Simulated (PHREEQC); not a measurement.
Solution (20 °C): 0.0022 mol/kgw HCl. Closed to the air; pH follows from the charge balance.

Equilibrium calculation in PHREEQC: ion-association model, wateq4f.dat.

No solid was allowed to form.

### Question
Estimate the pH.

### Answer
pH 2.68.
